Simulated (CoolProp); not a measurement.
Vapour-liquid equilibrium of ethylene (1) + propane (2) at 187.7 K; x and y are mole fractions of (1).

Computed with CoolProp (multi-fluid Helmholtz-energy mixture model, Smukala 2000 and Lemmon 2009; pair parameters Bell 2016).

Q: Give the bubble pressure and the first vapour's composition at x = 0.5, 0.65, 0.8. Is there an azeotrope?

A: x = 0.5: 0.1462 MPa, y = 0.965; x = 0.65: 0.1813 MPa, y = 0.979; x = 0.8: 0.2158 MPa, y = 0.989. No azeotrope shows between x = 0.05 and 0.95.

The pair parameters rest on a limited set of measurements; away from them the model extrapolates.
